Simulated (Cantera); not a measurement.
# Ignition delay

Mixture: 37.1 % H2, 13.2 % O2, 49.7 % N2, at 9.87 atm, adiabatic and at constant volume. Ignition delay is the time to a rise of 400 K.

Computed with Cantera and GRI-Mech 3.0 (53 species, 325 reactions). The hydrogen kinetics of GRI-Mech 3.0 are dated; newer H2 mechanisms differ, most at raised pressure. Where the delays flatten at high temperature, the 400 K rule measures the pace of heat release, not the induction time.

```json
[
 {"T0 (K)": "1150", "delay (ms)": "0.230"},
 {"T0 (K)": "1225", "delay (ms)": "0.0261"},
 {"T0 (K)": "1300", "delay (ms)": "0.00511"},
 {"T0 (K)": "1375", "delay (ms)": "0.00267"},
 {"T0 (K)": "1450", "delay (ms)": "0.00176"},
 {"T0 (K)": "1525", "delay (ms)": "0.00129"},
 {"T0 (K)": "1600", "delay (ms)": "0.00100"},
 {"T0 (K)": "1675", "delay (ms)": "0.000813"},
 {"T0 (K)": "1750", "delay (ms)": "0.000680"},
 {"T0 (K)": "1825", "delay (ms)": "0.000583"}
]
```
